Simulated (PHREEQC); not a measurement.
1 kg of water holding 0.59 mol KCl, 0.0033 mol CaSO4 and 0.0043 mol NaCl is evaporated at 20 °C; the solids stay in contact with the brine. The system is closed to CO2. The run lets Arcanite, Glaserite, Glauberite, Gypsum, Anhydrite, Halite, Mirabilite, Misenite, Portlandite, Sylvite, Syngenite, Thenardite precipitate or redissolve, and no other solid.

The numbers come from PHREEQC with the Pitzer model, pitzer.dat.

```tsv
water left (kg)	ionic strength	water activity	Sylvite (mol)	Gypsum (mol)	Na in solution (mol/kgw)	Ca in solution (mol/kgw)	S in solution (mol/kgw)
1	0.608	0.981	0	0	0.00430	0.00330	0.00330
0.6755	0.899	0.972	0	0	0.00637	0.00489	0.00489
0.5552	1.09	0.966	0	0	0.00774	0.00594	0.00594
0.375	[?]	0.950	0	0	0.0115	0.00880	0.00880
0.2533	2.40	[?]	0	0	0.0170	0.0130	0.0130
0.2082	2.92	0.909	0	0	0.0207	0.0158	0.0158
0.1407	4.32	0.862	0	0	0.0306	0.0235	0.0235
0.09502	4.73	0.850	0.158	0	0.0453	0.0347	0.0347
0.06418	4.81	0.849	0.299	0	0.0670	0.0514	0.0514
0.05275	4.86	0.848	0.351	0	0.0815	0.0626	0.0626
0.03564	5.00	0.847	0.429	0	0.121	0.0926	0.0926
0.02403	5.02	[?]	[?]	0.00108	0.179	0.0922	0.0922
0.01973	5.03	0.845	0.502	[?]	0.218	0.0919	0.0919
0.0133	5.07	0.843	[?]	0.00209	0.323	0.0911	0.0911
0.00894	5.12	0.841	0.552	0.00250	0.481	0.0900	0.0900
0.007331	5.16	0.839	0.559	0.00265	0.587	0.0892	0.0892
0.004909	5.26	0.834	0.570	0.00287	0.876	0.0870	0.0870
```

Question: Some entries are withheld; supply them.

Answer: 
- 0.375, ionic strength: 1.62
- 0.2533, water activity: 0.925
- 0.02403, water activity: 0.846
- 0.02403, Sylvite (mol): 0.483
- 0.01973, Gypsum (mol): 0.00149
- 0.0133, Sylvite (mol): 0.532
